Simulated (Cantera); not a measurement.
**Silicon etching in halogen gases: Si + HCl + HF**

Input: 1 mol Si, 17 mol HCl, a varied amount of HF, at 1475 K and 30000 Pa.

Equilibrium computed with Cantera from the NASA thermochemical tables; the gas is ideal and each condensed phase is pure. Candidate condensed phases: Si; 37 gas species. The tables' values for SiCl₃, SiF₃ are old estimates; treat these amounts as uncertain. Equilibrium is a limit: real reactors are often held back by kinetics, nucleation or transport.

From 2.1 mol HF to 13 mol HF nothing is condensed. The main Si-bearing gas is SiF₄ throughout.

| n(HF) (mol) | x HCl | x HF | x H₂ | x SiF₄ | x SiCl₄ | x SiCl₃ | x SiF₃ | x SiCl₂ |
|---|---|---|---|---|---|---|---|---|
| 2.1 | 0.828 | 0.00807 | 0.108 | 0.0265 | 0.0254 | 0.00185 | 0.000454 | 0.000457 |
| 2.6 | 0.831 | 0.00915 | 0.106 | 0.0321 | 0.0190 | 0.00136 | 0.000480 | 0.000331 |
| 3.3 | 0.835 | 0.0112 | 0.102 | 0.0394 | 0.0106 | 0.000747 | 0.000475 | 0.000178 |
| 4.2 | 0.834 | 0.0182 | 0.0986 | 0.0471 | 0.00179 | 0.000124 | 0.000341 | 2.90e-5 |
| 5.2 | 0.802 | 0.0568 | 0.0943 | 0.0470 | 1.62e-5 | 1.13e-6 | 0.000107 | 2.70e-7 |
| 6.6 | 0.752 | 0.115 | 0.0885 | 0.0442 | 6.98e-7 | 5.05e-8 | 4.80e-5 | 1.24e-8 |
| 8.3 | 0.700 | 0.177 | 0.0823 | 0.0411 | 8.70e-8 | 6.52e-9 | 2.80e-5 | 1.67e-9 |
| 10 | 0.654 | 0.231 | 0.0769 | 0.0384 | 2.15e-8 | 1.66e-9 | 1.94e-5 | 4.40e-10 |
| 13 | 0.586 | 0.310 | 0.0690 | 0.0345 | 3.80e-9 | 3.12e-10 | 1.23e-5 | 8.69e-11 |
x: gas mole fraction; nothing condenses.
